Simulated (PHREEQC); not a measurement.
Make-up at 20 °C: 0.011 mol/kgw (NH4)2SiF6 and 0.0065 mol/kgw H3PO4. Closed to the air; pH follows from the charge balance.

Model: ion-association model, phreeqc.dat, run in PHREEQC.

The ionic strength comes out as 0.0366 mol/kgw. What activity coefficients do F-, SiF6-2, HF2-, H2PO4-, H+ get?

F- 0.83, SiF6-2 0.51, HF2- 0.84, H2PO4- 0.85, H+ 0.87.

This is a speciation only: nothing precipitates in the calculation. Examples of supersaturated solids here: Quartz (slow to form), Chalcedony (slow to form). Others may be too. Species that the database lacks are ignored. SiF6-2 is the database's only silicon fluoride.
